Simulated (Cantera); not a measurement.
Charge: 1 mol B₂H₆, 5.3 mol H₂O, 27 mol H₂, held at 1527 °C.

Cantera equilibrium calculation (NASA polynomials, part measured and part estimated; ideal gas, pure solids and liquids). Candidate condensed phases: B, B₂O₃, B₃O₃H₃, H₂O; 23 gas species. The feed counts by its element totals alone. Equilibrium is a limit: real reactors are often held back by kinetics, nucleation or transport.

**Question.** Which condensed phases are stable at each of these points (P (Pa)): 10, 46, 220, 1000, 4600, 22000, 100000?

**Answer.** 
```csv
P (Pa),condensed phases,B condensed (%)
10,gas only,0.0
46,gas only,0.0
220,gas only,0.0
1000,gas only,0.0
4600,gas only,0.0
22000,gas only,0.0
100000,B₂O₃(l),2.3
```

From 0.0750 Torr to 165 Torr nothing is condensed. At 750 Torr the condensed part is B₂O₃(l).
